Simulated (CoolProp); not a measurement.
Vapour-liquid equilibrium of diethyl ether (1) + methanol (2) at 1.23 MPa; x and y are mole fractions of (1).

Values from CoolProp's multi-fluid Helmholtz-energy mixture model, Thol 2014 and de Reuck 1993; pair parameters Bell 2016.

Question: Give the bubble temperature and the first vapour's composition at x = 0.05, 0.125, 0.35. Is there an azeotrope?

Answer: x = 0.05: 141.8 °C, y = 0.104; x = 0.125: 137.9 °C, y = 0.229; x = 0.35: 130.7 °C, y = 0.467. y crosses x between x = 0.725 and 0.8: the model has an azeotrope there.

Pair parameters are fitted to limited data, so mixtures are less certain than the pure fluids.
